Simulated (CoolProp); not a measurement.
Values from CoolProp's reference Helmholtz-energy equation of state, Gao 2016.

Task: For sulfur dioxide, give the phase and the cp (kJ/(kg K)), speed of sound (m/s), isothermal compressibility (1/MPa), expansivity (1/kK) at 275.3 K and 11800 kPa; 302.6 K and 11800 kPa; 384.6 K and 11800 kPa.

Result: 
- 275.3 K and 11800 kPa: liquid; cp 1.35, speed of sound 1030, isothermal compressibility 0.00107, expansivity 1.73
- 302.6 K and 11800 kPa: liquid; cp 1.36, speed of sound 924, isothermal compressibility 0.00144, expansivity 1.91
- 384.6 K and 11800 kPa: liquid; cp 1.57, speed of sound 582, isothermal compressibility 0.00522, expansivity 3.45
